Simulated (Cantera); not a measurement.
Gas mixture: C3H8 : C2H4 = 0.12 : 0.12 (molar parts), at 0.0263 atm, frozen composition.

Cantera's kinetic-theory transport with the Lennard-Jones parameters of GRI-Mech 3.0, ideal gas; thermal conductivity in the multicomponent form. The composition is frozen, though it would react at the higher temperatures.

D: mixture-averaged diffusion coefficient of that species in the mixture.

```
T (K)  ρ (kg/m³)  cp (J/kg/K)  μ (µPa s)  λ (mW/m/K)     Pr  D (cm²/s) NH3  D (cm²/s) NO  D (cm²/s) CO2
-----  ---------  -----------  ---------  ----------  -----  -------------  ------------  -------------
400       0.0289            ?       11.9        31.7  0.764           8.83          8.44           6.31
500       0.0231            ?       14.6        46.1  0.765           13.6          12.6           9.58
600       0.0193            ?       17.0        61.4  0.765           19.3          17.3           13.4
700       0.0165         3061       19.3        77.0  0.766           25.7          22.6           17.7
800       0.0145         3309       21.4        92.4  0.766           32.9          28.4           22.4
900       0.0129         3523       23.4         108  0.765           40.8          34.7           27.5
1000      0.0116         3724       25.3         123  0.765           49.2          41.5           33.1
1100      0.0105         3878       27.1         137  0.764           58.3          48.7           39.0
1200     0.00964         4017       28.8         152  0.763           68.0          56.4           45.3
```

Q: Fill in the missing entries.

A: 
- 400, cp (J/kg/K): 2034
- 500, cp (J/kg/K): 2421
- 600, cp (J/kg/K): 2766
